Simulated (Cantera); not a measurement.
# Thermodynamics of boron, boron nitride and boron oxide, feed B + H₂O + O₂

Charge: 1 mol B, 11 mol H₂O, 1.3 mol O₂, at 42.0 Pa.

Equilibrium computed with Cantera from the NASA thermochemical tables; the gas is ideal and each condensed phase is pure. Candidate condensed phases: B, B₂O₃, B₃O₃H₃, H₂O; 23 gas species. Gases not in the tables: H₃BO₃. The numbers say what is thermodynamically allowed, not how fast it happens.

```
T (°C)  log p H₂O  log p H  log p O  log p H₂  log p OH  log p O₂  log p HBO₂  log p BO₂  n B₂O₃(l)
------  ---------  -------  -------  --------  --------  --------  ----------  ---------  ---------
500         -3.40     <-15     <-15    -14.90    -11.63     -4.70       -8.99       <-15      0.463
650         -3.40     <-15   -13.25    -12.19     -9.85     -4.70       -7.04     -13.36      0.485
800         -3.40   -12.97   -11.26    -10.23     -8.57     -4.70       -5.66     -10.71      0.464
950         -3.42   -10.90    -9.75     -8.76     -7.61     -4.71       -4.65      -8.73      0.181
1100        -3.44    -9.28    -8.57     -7.61     -6.86     -4.72       -4.46      -7.79          0
1250        -3.44    -7.97    -7.62     -6.67     -6.25     -4.72       -4.46      -7.18          0
1400        -3.44    -6.90    -6.83     -5.90     -5.75     -4.72       -4.47      -6.69          0
1550        -3.45    -6.00    -6.17     -5.28     -5.33     -4.70       -4.48      -6.27          0
1700        -3.48    -5.27    -5.58     -4.80     -4.98     -4.63       -4.50      -5.91          0
1850        -3.56    -4.67    -5.05     -4.46     -4.69     -4.53       -4.56      -5.60          0
2000        -3.74    -4.21    -4.60     -4.26     -4.49     -4.45       -4.69      -5.36          0
2150        -4.09    -3.88    -4.24     -4.25     -4.44     -4.46       -4.96      -5.23          0
```
log p: log10 of the partial pressure in bar; n: condensed amount in mol.

From 500 °C to 950 °C the condensed part is B₂O₃(l). From 1100 °C to 2150 °C nothing is condensed.
